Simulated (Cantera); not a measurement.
**Hydrocarbon pyrolysis for carbon deposition**

A perfectly stirred reactor is fed with 3.85 % C₂H₆, 96.2 % N₂, at 13300 Pa; it is held at 1400 K, and followed from long to short residence time.

Computed with Cantera and GRI-Mech 3.0 (53 species, 325 reactions). GRI-Mech 3.0 stops at C3 and has no aromatics, soot or wall deposition, so with more carbon than oxygen in the feed, carbon stays in small species such as C2H2 where larger ones or solid carbon would form.

| τ (s) | x C₂H₆ | x CH₃ | x H | x C₂H | x CH₄ |
|---|---|---|---|---|---|
| 21 | 1.96e-5 | 2.05e-5 | 9.05e-6 | 4.61e-9 | 0.00693 |
| 8.1 | 3.89e-5 | 2.86e-5 | 1.22e-5 | 6.23e-9 | 0.00708 |
| 3.2 | 7.61e-5 | 3.98e-5 | 1.63e-5 | 8.27e-9 | 0.00732 |
| 1.2 | 0.000158 | 5.73e-5 | 2.14e-5 | 1.08e-8 | 0.00781 |
| 0.49 | 0.000313 | 8.11e-5 | 2.65e-5 | 1.34e-8 | 0.00847 |
| 0.19 | 0.000664 | 0.000119 | 3.23e-5 | 1.60e-8 | 0.00928 |
| 0.075 | 0.00142 | 0.000174 | 3.75e-5 | 1.77e-8 | 0.00993 |
| 0.029 | 0.00317 | 0.000262 | 4.14e-5 | 1.74e-8 | 0.00996 |
| 0.011 | 0.00720 | 0.000399 | 4.20e-5 | 1.36e-8 | 0.00859 |
| 0.0045 | 0.0144 | 0.000562 | 3.83e-5 | 7.89e-9 | 0.00587 |
| 0.0018 | 0.0242 | 0.000691 | 3.21e-5 | 3.19e-9 | 0.00286 |
x: mole fraction; the columns are a selection and need not sum to one.
